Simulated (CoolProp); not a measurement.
Properties of decamethyltetrasiloxane (MD2M) along the isotherm 600 K (Tc = 599.4 K, pc = 1144 kPa, ω = 0.635).

The numbers come from the reference Helmholtz-energy equation of state, Thol 2017 in CoolProp.

```csv
p (kPa),phase,density (kg/m³),cp (kJ/(kg K)),Joule-Thomson coefficient (K/MPa),isothermal compressibility (1/MPa)
358,gas,24.99,2.064,10.19,3.162
715,gas,58.87,2.145,14.70,1.998
1070,gas,128.4,2.931,36.22,3.242
1430,supercritical,429.3,2.785,5.046,0.2774
1790,supercritical,458.6,2.539,2.608,0.1286
2150,supercritical,476.1,2.455,1.766,0.08577
2500,supercritical,488.7,2.410,1.330,0.06550
2860,supercritical,499.2,2.380,1.046,0.05303
```
